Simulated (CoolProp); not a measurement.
CF4 (R14) at 441.77 K and 0.382 MPa is throttled through a valve to 0.0237 MPa with no heat exchange. Each further row changes one setting.

Computed with CoolProp (reference Helmholtz-energy equation of state, Platzer 1990). This equation is an older, rougher fit.

```
case                         final density (kg/m³)
---------------------------  ---------------------
as stated                               (withheld)
outlet pressure 0.00711 MPa             (withheld)
outlet pressure 0.0308 MPa              (withheld)
```

Problem. What belongs in the gaps?

Solution. 
- as stated, final density (kg/m³): 0.569
- outlet pressure 0.00711 MPa, final density (kg/m³): 0.171
- outlet pressure 0.0308 MPa, final density (kg/m³): 0.739
